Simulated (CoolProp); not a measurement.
A simple Rankine cycle with n-butane: condensing at 290.15 K, boiler at 1.54 MPa, turbine inlet 413.5 K, turbine efficiency 0.8, pump efficiency 0.8, no recuperator. Each further row changes one setting.

The numbers come from the reference Helmholtz-energy equation of state, Bücker 2006 in CoolProp.

```tsv
case	thermal efficiency (%)	net work (kJ/kg)	heat in (kJ/kg)	turbine exit temperature (K)	volume ratio over the turbine
as stated	13.9	80.5	579	359.1	8.33
turbine inlet 433.5 K	13.8	86.5	628	380.3	8.16
condensing temperature 282.15 K	15.2	90.9	598	353.2	10.8
boiler pressure 1.08 MPa	11.9	70.5	592	370.4	5.65
turbine efficiency 0.7	12.1	70.1	579	364.3	8.47
```
